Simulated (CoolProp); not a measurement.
Vapour-liquid equilibrium of R227EA (1) + isobutane (2) at 411 kPa; x and y are mole fractions of (1).

Model: multi-fluid Helmholtz-energy mixture model, Lemmon 2016 and Bücker 2006; pair parameters Bell 2016, in CoolProp.

| x | bubble temperature (°C) | y at the bubble point | dew temperature at overall composition x (°C) | liquid density (mol/L) |
|---|---|---|---|---|
| 0.05 | 25.1 | 0.168 | 29.0 | 9.345 |
| 0.2 | 17.6 | 0.397 | 24.1 | 9.172 |
| 0.35 | 15.2 | 0.486 | 19.1 | 8.945 |
| 0.5 | 14.5 | 0.544 | 15.0 | 8.743 |
| 0.65 | 14.5 | 0.606 | 14.9 | 8.583 |
| 0.8 | (withheld) | (withheld) | 17.5 | 8.450 |
| 0.95 | (withheld) | (withheld) | 20.7 | 8.304 |

**Question.** Complete the blanks.

**Answer.** 
- 0.8, bubble temperature (°C): 15.7
- 0.8, y at the bubble point: 0.705
- 0.95, bubble temperature (°C): 19.5
- 0.95, y at the bubble point: 0.896

y crosses x between x = 0.5 and 0.65: the model has an azeotrope there.

The pair parameters rest on a limited set of measurements; away from them the model extrapolates.
